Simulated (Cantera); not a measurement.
Boron, boron nitride and boron oxide: B2H6 + O2 + H2

Feed: 1 mol B2H6, 3.1 mol O2, 0.21 mol H2, equilibrated at 8300 Pa.

These are equilibrium values from Cantera (NASA tables, ideal gas, pure condensed phases), not measurements of a reactor. Candidate condensed phases: B, B2O3, B3O3H3, H2O; 23 gas species. The feed counts by its element totals alone. Gases not in the tables: H3BO3. Kinetics and transport are ignored.

| T (°C) | x H2O | x HBO2 | x H2 | x B2O3 | x OH | x BO2 | x O2 | x H | n B2O3(l) |
|---|---|---|---|---|---|---|---|---|---|
| 800 | 0.991 | 0.000375 | 0.00312 | 1.04e-9 | 3.22e-9 | 1.60e-12 | <1e-12 | 2.72e-9 | 0.973 |
| 900 | 0.991 | 0.00194 | 0.00312 | 4.49e-8 | 5.01e-8 | 1.26e-10 | 6.23e-11 | 2.29e-8 | 0.979 |
| 1000 | 0.987 | 0.00762 | 0.00311 | 1.05e-6 | 5.05e-7 | 4.93e-9 | 3.44e-9 | 1.38e-7 | 0.975 |
| 1100 | 0.971 | 0.0241 | 0.00308 | 1.51e-5 | 3.61e-6 | 1.12e-7 | 1.05e-7 | 6.42e-7 | 0.952 |
| 1200 | 0.932 | 0.0637 | 0.00303 | 0.000149 | 1.93e-5 | 1.64e-6 | 1.95e-6 | 2.42e-6 | 0.888 |
| 1300 | 0.851 | 0.144 | 0.00298 | 0.00108 | 7.95e-5 | 1.65e-5 | 2.27e-5 | 7.70e-6 | 0.743 |
| 1400 | 0.712 | 0.278 | 0.00312 | 0.00612 | 0.000243 | 0.000115 | 0.000143 | 2.21e-5 | 0.453 |
| 1500 | 0.544 | 0.427 | 0.00375 | 0.0234 | 0.000544 | 0.000518 | 0.000441 | 6.05e-5 | 0 |
| 1600 | 0.545 | 0.418 | 0.00579 | 0.0271 | 0.00125 | 0.00116 | 0.00115 | 0.000170 | 0 |
| 1700 | 0.544 | 0.409 | 0.00921 | 0.0308 | 0.00252 | 0.00229 | 0.00231 | 0.000449 | 0 |
| 1800 | 0.539 | 0.398 | 0.0144 | 0.0343 | 0.00466 | 0.00414 | 0.00405 | 0.00110 | 0 |
| 1900 | 0.530 | 0.385 | 0.0220 | 0.0376 | 0.00803 | 0.00701 | 0.00649 | 0.00248 | 0 |
| 2000 | 0.516 | 0.370 | 0.0322 | 0.0405 | 0.0130 | 0.0112 | 0.00975 | 0.00523 | 0 |
| 2100 | 0.495 | 0.351 | 0.0453 | 0.0429 | 0.0200 | 0.0171 | 0.0139 | 0.0103 | 0 |
x: gas mole fraction; n: condensed amount in mol.

From 800 °C to 1400 °C the condensed part is B2O3(l). From 1500 °C to 2100 °C nothing is condensed.
